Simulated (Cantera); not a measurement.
Input (Python, Cantera) and output of one run.

```python
import numpy as np
import cantera as ct

gas_names = [...]  # 151 gases of nasa_gas.yaml made of C, H, N, O, Si
cond_names = """
    C(gr) C6H6(L) C7H8(L) C8H18(L),n-octa H2O(s) H2O(L) Si(cr) Si(L) SiC(b) SiO2(Lqz) SiO2(hqz) SiO2(L)
    Si2N2O(s) Si3N4(a)
""".split()


# ... load() reads the species with a 1 bar reference pressure and builds the phases ...
atoms = {
    'TEOS': {'Si': 1, 'C': 8, 'H': 20, 'O': 4},
    'H2O': {'H': 2, 'O': 1},
    'N2': {'N': 2},
    'N2O': {'N': 2, 'O': 1},
}
top_T = {'C(gr)': 4500, 'SiC(b)': 3050, 'Si2N2O(s)': 2100, 'Si3N4(a)': 2400}  # K; cautious upper limits of use, not melting points


# ... equilibrate(T, P, feed) seeds the gas with the atoms and calls Mixture.equilibrate('TP', solver="vcs", rtol=1e-11, max_steps=5000) ...
results = []
feed = {'TEOS': 1, 'H2O': 0.66, 'N2': 5.3, 'N2O': 0.37}  # mol
P = 3100  # Pa
for T in [1150, 1175, 1200, 1225, 1250, 1275, 1300, 1325, 1350, 1375, 1400, 1425, 1450]:
    mix = equilibrate(T, P, feed)
    results.append((T, P, feed, dict(zip(mix.species_names, mix.species_moles))))

top = {s: max(r[3][s] / sum(r[3][g] for g in gas_names) for r in results) for s in gas_names}
cols = sorted((s for s in top if top[s] > 1e-06), key=lambda s: -top[s])[:9]
seen = [c for c in cond_names if any(r[3].get(c, 0) > 1e-12 for r in results)]
print("log10 of partial pressures in bar; condensed amounts in mol")
print(f"{'T/K':>10s}" + "".join(f"{s[:9]:>10s}" for s in cols + seen))
for T, P, feed, n in results:
    ng = sum(n[g] for g in gas_names)
    print(f"{T:10.4g}" + "".join(f"{np.log10(max(n[s] / ng * P / 1e5, 1e-99)):10.3f}" for s in cols)
          + "".join(f"{n.get(c, 0):10.4g}" for c in seen))
```

It prints:

```
log10 of partial pressures in bar; condensed amounts in mol
       T/K        H2        N2        CO       HCN       CH4       H2O         H       SiO       CO2     C(gr) SiO2(hqz) Si2N2O(s)
      1150    -1.768    -2.042    -2.314    -6.284    -5.167    -5.411    -8.011   -10.901    -6.033     4.968         1         0
      1175    -1.768    -2.042    -2.314    -6.156    -5.254    -5.542    -7.796   -10.240    -6.196     4.968         1         0
      1200    -1.768    -2.042    -2.314    -6.033    -5.337    -5.668    -7.589    -9.607    -6.352     4.968         1         0
      1225    -1.768    -2.042    -2.314    -5.915    -5.418    -5.789    -7.390    -9.000    -6.502     4.968         1         0
      1250    -1.775    -2.061    -2.258    -5.815    -5.509    -5.855    -7.203    -8.474    -6.533     4.493    0.6831    0.1584
      1275    -1.790    -2.104    -2.161    -5.735    -5.613    -5.885    -7.027    -8.063    -6.477     3.468         0       0.5
      1300    -1.790    -2.104    -2.161    -5.631    -5.684    -5.991    -6.851    -7.734    -6.609     3.468         0       0.5
      1325    -1.790    -2.104    -2.161    -5.530    -5.753    -6.094    -6.681    -7.418    -6.736     3.468         0       0.5
      1350    -1.790    -2.104    -2.161    -5.434    -5.819    -6.193    -6.518    -7.114    -6.858     3.467         0       0.5
      1375    -1.790    -2.104    -2.161    -5.341    -5.883    -6.288    -6.360    -6.821    -6.975     3.467         0       0.5
      1400    -1.790    -2.104    -2.161    -5.251    -5.944    -6.380    -6.208    -6.539    -7.088     3.466         0    0.4999
      1425    -1.790    -2.104    -2.161    -5.165    -6.004    -6.469    -6.061    -6.267    -7.197     3.465         0    0.4998
      1450    -1.790    -2.104    -2.161    -5.081    -6.061    -6.554    -5.919    -6.005    -7.302     3.464         0    0.4997
```

Cantera equilibrium calculation (NASA polynomials, part measured and part estimated; ideal gas, pure solids and liquids). The feed counts by its element totals alone. Mutual solubility and eutectic melting of coexisting phases are not modelled. The tables hold silica as quartz up to 1696 K and as liquid above; real silica turns to tridymite and cristobalite and melts near 1996 K.
